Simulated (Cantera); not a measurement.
**PbO + CO + H2 (iron carbonyl, mercury and lead vapours)**

A closed system holds: 1 mol PbO, 3.7 mol CO, 5.8 mol H2, held at 0.840 bar.

Cantera equilibrium calculation (NASA polynomials, part measured and part estimated; ideal gas, pure solids and liquids). Candidate condensed phases: C, C6H6, C7H8, C8H18, H2O, Pb, PbO, PbO2, Pb3O4; 113 gas species. Kinetics and transport are ignored.

```csv
T (K),x H2,x CO,x H2O,x CO2,x Pb,x CH4,x Pb2,n Pb(l)
998,0.527,0.324,0.0682,0.0608,1.84e-5,0.0196,5.64e-11,1.000
1048,0.541,0.340,0.0647,0.0483,5.32e-5,0.00639,3.32e-10,1.000
1098,0.543,0.347,0.0659,0.0418,0.000139,0.00200,1.65e-9,0.999
1148,0.541,0.352,0.0684,0.0376,0.000334,0.000658,7.13e-9,0.997
1198,0.539,0.355,0.0712,0.0343,0.000743,0.000234,2.71e-8,0.993
1248,0.536,0.357,0.0737,0.0315,0.00155,9.03e-5,9.23e-8,0.985
1298,0.533,0.359,0.0758,0.0291,0.00304,3.74e-5,2.85e-7,0.971
1348,0.529,0.360,0.0777,0.0270,0.00569,1.65e-5,8.06e-7,0.946
1398,0.525,0.360,0.0791,0.0251,0.0101,7.71e-6,2.11e-6,0.903
1448,0.520,0.359,0.0801,0.0234,0.0174,3.76e-6,5.16e-6,0.832
1498,0.512,0.357,0.0805,0.0217,0.0287,1.90e-6,1.19e-5,0.719
1548,0.502,0.351,0.0803,0.0201,0.0458,9.86e-7,2.58e-5,0.544
```
x: gas mole fraction; n: condensed amount in mol.

From 998 K to 1548 K the condensed part is Pb(l). The main Pb-bearing gas is Pb throughout.
